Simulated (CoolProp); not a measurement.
Normal hydrogen along the isotherm 37.1 K: Z from the reference equation and from simpler models built on Tc = 33.1 K, pc = 12.96 bar, ω = -0.219; each cubic takes its own stable root.

Values from CoolProp's reference Helmholtz-energy equation of state, Leachman 2009.

| p (bar) | phase | reference | Redlich-Kwong | Soave-Redlich-Kwong | Peng-Robinson |
|---|---|---|---|---|---|
| 0.102 | gas | 0.9981 | 0.9981 | 0.9980 | 0.9977 |
| 0.15 | gas | 0.9972 | 0.9972 | 0.9970 | 0.9966 |
| 0.221 | gas | 0.9959 | 0.9958 | 0.9956 | 0.9950 |
| 0.324 | gas | 0.9940 | 0.9939 | 0.9935 | 0.9926 |
| 0.476 | gas | 0.9911 | 0.9910 | 0.9905 | 0.9891 |
| 0.698 | gas | 0.9870 | 0.9867 | 0.9860 | 0.9841 |
| 1.02 | gas | 0.9809 | 0.9805 | 0.9794 | 0.9766 |
| 1.5 | gas | ___ | 0.9712 | 0.9696 | 0.9655 |
| 2.21 | gas | 0.9579 | 0.9573 | 0.9548 | ___ |
| 3.24 | gas | 0.9374 | 0.9368 | 0.9329 | 0.9243 |
| 4.76 | gas | 0.9060 | 0.9056 | 0.8996 | 0.8871 |
| 6.98 | gas | ___ | 0.8581 | ___ | 0.8303 |
| 10.2 | gas | 0.7796 | 0.7839 | 0.7667 | ___ |
| 15 | supercritical | ___ | 0.6587 | ___ | 0.5875 |
| 22.1 | supercritical | 0.4039 | 0.4812 | 0.4197 | 0.3850 |
| 32.4 | supercritical | 0.4311 | ___ | 0.4491 | 0.4073 |

Q: Some entries are withheld; supply them.

A: 
- 1.5, reference: 0.9717
- 2.21, Peng-Robinson: 0.9488
- 6.98, reference: 0.8574
- 6.98, Soave-Redlich-Kwong: 0.8483
- 10.2, Peng-Robinson: 0.7415
- 15, reference: 0.6376
- 15, Soave-Redlich-Kwong: 0.6212
- 32.4, Redlich-Kwong: 0.4789
